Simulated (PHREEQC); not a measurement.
A solution holds 0.015 mol NaOH, 0.065 mol NaAlO2 and 4.7e-05 mol Na2CO3 per kg of water, at 45 °C. Closed to the air; pH follows from the charge balance.

All values are PHREEQC results (ion-association model, phreeqc.dat), not measurements.

Task: The ionic strength comes out as 0.0801 mol/kgw. What activity coefficients do NaCO3-, Al(OH)4-, OH-, Na+, CO3-2 get?

Result: NaCO3- 0.79, Al(OH)4- 0.79, OH- 0.77, Na+ 0.79, CO3-2 0.40.

This is a speciation only: nothing precipitates in the calculation. The solution is supersaturated, for example in Gibbsite (slow to form), so a real one may precipitate; this is no full list. Species that the database lacks are ignored. Constants without temperature data keep their 25 °C values here.
